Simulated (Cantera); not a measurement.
Thermodynamics of aluminium nitride and oxide growth, feed AlCl₃ + H₂O + N₂

Charge: 1 mol AlCl₃, 17 mol H₂O, 1.1 mol N₂, at 0.0133 bar.

Method: chemical equilibrium by Gibbs-energy minimisation in Cantera with the NASA 1993 tables (ideal gas, pure condensed phases). Candidate condensed phases: Al, AlCl₃, AlN, Al₂O₃, H₂O, NH₄Cl; 45 gas species. Gases not in the tables: Al(OH)₃. Equilibrium is a limit: real reactors are often held back by kinetics, nucleation or transport.

| T (°C) | x H₂O | x HCl | x N₂ | x H₂ | x Cl | x OH | x O₂ | n Al₂O₃(s) |
|---|---|---|---|---|---|---|---|---|
| 1300 | 0.789 | 0.152 | 0.0560 | 0.00156 | 0.00107 | 0.000254 | 0.000440 | 0.500 |
| 1350 | 0.788 | 0.151 | 0.0560 | 0.00230 | 0.00149 | 0.000412 | 0.000662 | 0.500 |
| 1400 | 0.786 | 0.151 | 0.0560 | 0.00330 | 0.00202 | 0.000649 | 0.000969 | 0.500 |
| 1450 | 0.784 | 0.150 | 0.0559 | 0.00465 | 0.00269 | 0.000996 | 0.00138 | 0.500 |
| 1500 | 0.782 | 0.149 | 0.0558 | 0.00642 | 0.00352 | 0.00149 | 0.00194 | 0.500 |
| 1550 | 0.778 | 0.148 | 0.0557 | 0.00870 | 0.00453 | 0.00218 | 0.00266 | 0.500 |
| 1600 | 0.773 | 0.146 | 0.0556 | 0.0116 | 0.00574 | 0.00312 | 0.00358 | 0.500 |
| 1650 | 0.768 | 0.144 | 0.0554 | 0.0152 | 0.00717 | 0.00437 | 0.00474 | 0.500 |
| 1700 | 0.760 | 0.142 | 0.0551 | 0.0197 | 0.00884 | 0.00601 | 0.00617 | 0.500 |
| 1750 | 0.750 | 0.139 | 0.0548 | 0.0250 | 0.0108 | 0.00813 | 0.00792 | 0.500 |
| 1800 | 0.739 | 0.136 | 0.0544 | 0.0314 | 0.0129 | 0.0108 | 0.0100 | 0.500 |
| 1850 | 0.724 | 0.133 | 0.0540 | 0.0389 | 0.0154 | 0.0141 | 0.0125 | 0.500 |
x: gas mole fraction; n: condensed amount in mol.

From 1300 °C to 1850 °C the condensed part is Al₂O₃(s).
